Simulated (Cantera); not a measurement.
A diamond (100) surface in a fixed gas of H2 with x(CH4) = 0.0045, x(H) = 0.0094, at 1275 K, 0.0370 bar; coverages are run to steady state.

Computed with Cantera and the Harris–Goodwin 1993 mechanism for the reconstructed diamond (100) surface.

One state of this run: growth (µm/h) = 0.858; θ c6HH = 0.394; θ c6H* = 0.0465; θ c6*H = 0.518; θ c6** = 0.0410; θ c6HM = 0.000228. θ: site fractions in the mechanism's names (c6HH fully hydrogenated, c6H* and c6*H radical sites, c6** diradical, c6HM methylated).

Which value of x(CH3) does it belong to?
A. 2.4e-06
B. 0.00051
C. 8.6e-05
D. 1.4e-05

C, 8.6e-05
